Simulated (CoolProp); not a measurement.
Vapour-liquid equilibrium of n-heptane (1) + m-xylene (2) at 0.146 MPa; x and y are mole fractions of (1).

Model: multi-fluid Helmholtz-energy mixture model, Span 2003 and Zhou 2012; pair parameters Bell 2016, in CoolProp.

Task: Give the bubble temperature and the first vapour's composition at x = 0.35, 0.55, 0.65. Is there an azeotrope?

Result: x = 0.35: 404.1 K, y = 0.614; x = 0.55: 396.6 K, y = 0.771; x = 0.65: 393.5 K, y = 0.832. No azeotrope shows between x = 0.05 and 0.95.

The pair parameters rest on a limited set of measurements; away from them the model extrapolates.
